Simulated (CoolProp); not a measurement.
Saturation properties of dodecamethylcyclohexasiloxane (D6) (Tc = 372.6 °C, pc = 961.4 kPa, ω = 0.736).

Values from CoolProp's reference Helmholtz-energy equation of state, Colonna 2008. It is a short technical equation, of lower accuracy than the large ones.

```tsv
T (°C)	p (kPa)	vapour density (kg/m³)	enthalpy of vaporisation (kJ/kg)	liquid cp (kJ/(kg K))	surface tension (mN/m)
97.45	0.6080	0.08792	138.1	1.714	13.1
103.85	0.8517	0.1211	136.4	1.727	12.6
110.25	1.175	___	134.7	1.741	12.1
116.65	1.599	0.2202	133.1	1.754	11.7
123.15	2.156	0.2924	131.4	___	11.2
129.55	2.858	___	129.8	1.781	10.8
135.95	3.744	0.4931	128.2	1.794	10.3
142.45	4.869	0.6323	126.5	___	9.86
148.85	6.240	0.7996	124.9	1.822	9.43
155.25	7.918	1.002	123.3	1.835	___
```

Q: Fill in the missing entries.

A: 
- 110.25, vapour density (kg/m³): 0.1645
- 123.15, liquid cp (kJ/(kg K)): 1.768
- 129.55, vapour density (kg/m³): 0.3819
- 142.45, liquid cp (kJ/(kg K)): 1.808
- 155.25, surface tension (mN/m): 9.00

It boils at 245.0 °C under 1 atm.

Surface tension comes from a separate correlation (Mulero 2014).
